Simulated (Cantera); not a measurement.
Charge: 1 mol Si3N4, 0.017 mol CO2, 5.5 mol H2, 0.0049 mol H2O, at 1648 K.

Cantera equilibrium calculation (NASA polynomials, part measured and part estimated; ideal gas, pure solids and liquids). Candidate condensed phases: C, C6H6, C7H8, C8H18, H2O, Si, SiC, SiO2, Si2N2O, Si3N4; 151 gas species. Mutual solubility and eutectic melting of coexisting phases are not modelled. Equilibrium is a limit: real reactors are often held back by kinetics, nucleation or transport.

Task: At 0.0240 bar, list the 4 most abundant gas species with their mole fractions, and the condensed phases.

Result: H2 0.971, N2 0.0278, SiO 0.000945, H 0.000566. Condensed: Si(s) + SiC(s) + Si2N2O(s) + Si3N4(s).
